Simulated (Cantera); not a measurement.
Feed: 1 mol Ta2O5, 1.9 mol CH4, 0.35 mol CO, at 60.0 mbar.

Cantera equilibrium calculation (NASA polynomials, part measured and part estimated; ideal gas, pure solids and liquids). Candidate condensed phases: C, C6H6, C7H8, C8H18, H2O, Ta, TaC, Ta2O5; 113 gas species. Mutual solubility and eutectic melting of coexisting phases are not modelled. TaC: taken at fixed stoichiometry. Condensed phases not in the tables: Ta2C. Equilibrium is a limit: real reactors are often held back by kinetics, nucleation or transport.

log p: log10 of the partial pressure in bar; n: condensed amount in mol.

| T (K) | log p H2 | log p CO | log p CH4 | log p H2O | n C(graphite) | n Ta2O5(s) | n TaC(s) |
|---|---|---|---|---|---|---|---|
| 925 | -1.27 | -2.33 | -3.18 | -3.43 | 1.88 | 1.00 | 0 |
| 1000 | -1.26 | -2.30 | [?] | [?] | 1.89 | 1.00 | 0 |
| 1075 | -1.26 | -2.30 | -3.87 | -4.46 | 1.89 | 1.00 | 0 |
| 1150 | -1.37 | -1.76 | [?] | -4.46 | [?] | 0.762 | [?] |
| 1225 | -1.38 | -1.73 | -5.09 | -4.38 | 0 | 0.728 | 0.544 |
| 1300 | -1.38 | -1.73 | -5.72 | -4.31 | 0 | 0.728 | 0.544 |
| 1375 | -1.38 | -1.73 | -6.28 | -4.24 | 0 | 0.728 | 0.545 |
| 1450 | -1.38 | -1.73 | -6.78 | -4.18 | 0 | 0.728 | 0.545 |
| 1525 | -1.38 | -1.73 | -7.23 | -4.13 | 0 | 0.727 | 0.545 |

Task: What belongs in the gaps?

Result: 
- 1150, log p CH4: -4.37
- 1150, n C(graphite): 0.236
- 1150, n TaC(s): 0.475
- 1000, log p CH4: -3.55
- 1000, log p H2O: -3.97
